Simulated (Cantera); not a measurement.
## Hydrocarbon pyrolysis for carbon deposition

An isothermal, constant-pressure homogeneous reactor starts with 4.55 % C2H6, 95.5 % H2, at 1325 K and 0.0661 atm.

Computed with Cantera and GRI-Mech 3.0 (53 species, 325 reactions). GRI-Mech 3.0 stops at C3 and has no aromatics, soot or wall deposition, so with more carbon than oxygen in the feed, carbon stays in small species such as C2H2 where larger ones or solid carbon would form.

```
t (s)       x C2H6   x H2     x C2H       x H     x CH3    x C2H2     x CH4
--------  --------  -----  --------  --------  --------  --------  --------
0.000300    0.0443  0.954    <1e-12   4.95e-5   5.86e-5   3.37e-7  0.000343
0.00103     0.0361  0.952  2.46e-12  0.000127  0.000233   3.35e-5   0.00433
0.00354     0.0104  0.944  9.08e-11  0.000174  0.000197  0.000896    0.0226
0.0122    0.000656  0.941  1.55e-10   6.82e-5   4.42e-5   0.00390    0.0295
0.0418     7.72e-5  0.941  8.67e-11   2.16e-5   1.36e-5   0.00688    0.0299
0.144      3.76e-5  0.941  8.46e-11   1.36e-5   8.52e-6    0.0107    0.0299
0.493      2.20e-5  0.942  1.23e-10   1.20e-5   7.52e-6    0.0177    0.0300
1.69       8.65e-6  0.942  1.30e-10   9.40e-6   5.94e-6    0.0238    0.0301
5.82       6.38e-6  0.942  1.24e-10   8.64e-6   5.53e-6    0.0247    0.0305
20.0       6.27e-6  0.941  1.19e-10   8.44e-6   5.63e-6    0.0241    0.0318
```
x: mole fraction; the columns are a selection and need not sum to one.

Equilibrium at this temperature and pressure: C2H6 4.76e-6, H2 0.929, C2H 5.55e-11, H 6.13e-6, CH3 6.96e-6, C2H2 0.0153, CH4 0.0534 (gas phase only).
